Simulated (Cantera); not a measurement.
An adiabatic, constant-pressure homogeneous reactor starts with C3H8 : O2 : N2 : CO2 = 1 : 8.06 : 30.3 : 3.5 (molar parts), at 1025 K and 5.00 bar.

Computed with Cantera and GRI-Mech 3.0 (53 species, 325 reactions). GRI-Mech 3.0 was tuned for natural gas; its chemistry of propane as a main component is partial and can be far from experiment.

Question: Predict: time of steepest temperature rise; temperature at 0.500 s; equilibrium temperature; x(O2) at 0.500 s; x(H2) at 0.500 s.

Answer: 
```
Quantity                                                              Result
---------------------------------  -----------------------------------------
time of steepest temperature rise                                    84.6 ms
temperature at 0.500 s                                                2166 K
equilibrium temperature                                               2166 K
x(O2) at 0.500 s                       0.0668 (gas-phase equilibrium 0.0666)
x(H2) at 0.500 s                   0.000144 (gas-phase equilibrium 0.000144)
```
